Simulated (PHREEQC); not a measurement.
Cooling-tower water (model solution)

Synthetic water in mg/kgw, 20 °C, pH 6.7, pe 11.2:

```csv
constituent,mg/kgw
Na,72.7
K,0.0323
Ca,176
Mg,61.9
Cl,277
S(6) as SO4,137
Alkalinity as HCO3,330
N(5) as NO3,2.8
Li,0.034
Br,0.613
```

Na is adjusted to close the charge balance.
Valence states are taken as typed.

The numbers come from PHREEQC with the ion-association model, phreeqc.dat.

This is a speciation only: nothing precipitates in the calculation.

Task: Predict the ionic strength.

Result: ionic strength 0.0225 mol/kgw.

Task: In which forms is Mg present?

Result: Mg+2 90 %, MgSO4 6.3 %, MgHCO3+ 3.2 % of the Mg.
